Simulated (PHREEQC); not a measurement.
1.5 g of hydrous ferric oxide (600 m²/g; 0.2 weak and 0.005 strong sites per Fe, Dzombak-Morel constants, diffuse double layer) in 1 kg of water with 0.001 mol/kgw of an inert sodium salt and 0.21 mmol/kgw ZnCl2 and 0.079 mmol/kgw ZnSO4, at 25 °C; the pH is set by adding NaOH or the inert anion's acid. Oxygen is held at 0.21 atm. CO2 from the air is kept out. Nothing may precipitate in this run.

Base run: PHREEQC, ion-association model, wateq4f.dat. Each further column changes one thing. The table gives Zn sorbed (%).

```csv
pH,base,no electrostatic term (-no_edl),background salt from 0.001 to 0.0001 mol/kgw,oxide from 1.5 to 7.5 g/kgw
4,0.2,0.3,0.1,0.8
4.5,1.1,3.0,1.1,5.6
5,6.8,15.3,6.4,27.1
5.5,21.2,34.4,20.8,66.4
6,40.3,68.4,40.0,92.4
6.5,74.0,94.2,74.0,99.0
7,95.3,99.2,95.4,99.9
7.5,99.4,99.9,99.4,100.0
8,99.9,100.0,99.9,100.0
8.5,100.0,100.0,100.0,100.0
9,100.0,99.9,100.0,100.0
9.5,100.0,99.6,100.0,100.0
10,100.0,96.5,100.0,100.0
```

 In at least one series the solution becomes supersaturated in solids that the run did not let form, among them Zn(OH)2-e.
